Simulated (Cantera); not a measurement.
Charge: 1 mol Fe2O3, 3.5 mol H2S, 8.3 mol N2, 0.055 mol SO3, equilibrated at 1000 °C and 18.0 bar.

Cantera equilibrium calculation (NASA polynomials, part measured and part estimated; ideal gas, pure solids and liquids). Candidate condensed phases: Fe, FeO, Fe(OH)2, Fe(OH)3, FeS, FeSO4, FeS2, Fe2O3, Fe2(SO4)3, Fe3O4, H2O, H2SO4, S; 38 gas species. FeS: taken at fixed stoichiometry. Gases not in the tables: S3 to S7. Equilibrium is a limit: real reactors are often held back by kinetics, nucleation or transport.

Base state: N2 0.673, H2O 0.223, H2S 0.0545, S2 0.0267, SO2 0.0162, H2 0.00594, S2O 0.000913, SH 7.05e-5 (mole fractions); condensed: FeS(s).

Question: What changes in the equilibrium state with this change: pressure from 18.0 bar to 0.100 bar?

Answer: 
```json
[
 {"species": "N2", "before": "0.673", "after": "0.664"},
 {"species": "H2O", "before": "0.223", "after": "0.227"},
 {"species": "S2", "before": "0.0267", "after": "0.0431"},
 {"species": "H2S", "before": "0.0545", "after": "0.0245"},
 {"species": "H2", "before": "0.00594", "after": "0.0281"},
 {"species": "SO2", "before": "0.0162", "after": "0.0127"},
 {"species": "SO", "before": "3.79e-5", "after": "0.000139"},
 {"species": "S2O", "before": "0.000913", "after": "0.000317"},
 {"species": "SH", "before": "7.05e-5", "after": "0.000195"},
 {"species": "FeS(s), mol", "before": "2.00", "after": "2.00"}
]
```

Question: What changes in the equilibrium state with this change: pressure from 18.0 bar to 7.30 bar?

Answer: 
```csv
species,before,after
N2,0.673,0.671
H2O,0.223,0.225
H2S,0.0545,0.0497
S2,0.0267,0.0298
SO2,0.0162,0.0149
H2,0.00594,0.00804
SO,3.79e-5,4.69e-5
"FeS(s), mol",2.00,2.00
```

Question: What changes in the equilibrium state with this change: temperature from 1000 °C to 1052 °C?

Answer: 
| species | before | after |
|---|---|---|
| N2 | 0.673 | 0.672 |
| H2O | 0.223 | 0.223 |
| H2S | 0.0545 | 0.0522 |
| H2 | 0.00594 | 0.00779 |
| S2 | 0.0267 | 0.0278 |
| SO2 | 0.0162 | 0.0160 |
| SO | 3.79e-5 | 5.96e-5 |
| SH | 7.05e-5 | 0.000109 |
| S2O | 0.000913 | 0.000923 |
| FeS(s), mol | 2.00 | 2.00 |
